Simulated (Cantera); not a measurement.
Feed: 1 mol SiCl4, 3.8 mol HCl, 0.78 mol H2, equilibrated at 1350 K and 750 Torr.

These are equilibrium values from Cantera (NASA tables, ideal gas, pure condensed phases), not measurements of a reactor. Candidate condensed phases: Si; 19 gas species. The tables' values for SiCl3 are old estimates; treat these amounts as uncertain. Rates play no part.

Base state: HCl 0.685, SiCl4 0.174, H2 0.136, SiCl3 0.00257, SiHCl3 0.00198, SiCl2 0.000189 (mole fractions); condensed: gas only.

Task: What changes in the equilibrium state with this change: HCl from 3.8 to 1.6 mol?

Result: 
| species | before | after |
|---|---|---|
| HCl | 0.685 | 0.488 |
| SiCl4 | 0.174 | 0.279 |
| H2 | 0.136 | 0.218 |
| SiH2Cl2 | 3.29e-6 | 2.66e-5 |
| SiCl2 | 0.000189 | 0.000958 |
| SiHCl3 | 0.00198 | 0.00714 |
| SiCl3 | 0.00257 | 0.00732 |

Task: What changes in the equilibrium state with this change: H2 from 0.78 to 3.8 mol?

Result: 
```tsv
species	before	after
HCl	0.685	0.452
H2	0.136	0.432
SiCl4	0.174	0.105
SiH2Cl2	3.29e-6	4.58e-5
SiCl2	0.000189	0.000832
SiHCl3	0.00198	0.00575
```

Task: What changes in the equilibrium state with this change: HCl from 3.8 to 1.5 mol?

Result: 
```
species    before    after
-------  --------  -------
HCl         0.685    0.473
SiCl4       0.174    0.287
H2          0.136    0.224
SiH2Cl2   3.29e-6  3.07e-5
SiCl2    0.000189  0.00107
SiHCl3    0.00198  0.00777
```
